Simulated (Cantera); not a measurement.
Feed: 1 mol CH₃SiCl₃, 0.89 mol C₃H₈, 540 mol H₂, held at 88.0 mbar.

These are equilibrium values from Cantera (NASA tables, ideal gas, pure condensed phases), not measurements of a reactor. Candidate condensed phases: C, C₆H₆, C₇H₈, C₈H₁₈, Si, SiC; 109 gas species. The feed counts by its element totals alone. Kinetics and transport are ignored. All values below are at 1275 K.

Base state: H₂ 0.994, HCl 0.00549, CH₄ 0.000805 (mole fractions); condensed: C(graphite) + SiC(s).

### Question
What changes in the equilibrium state with this change: pressure from 88.0 mbar to 1.00 bar?

### Answer
```csv
species,before,after
H₂,0.994,0.990
HCl,0.00549,0.00551
CH₄,0.000805,0.00491
"C(graphite), mol",2.23,0
"SiC(s), mol",1.000,1.000
```
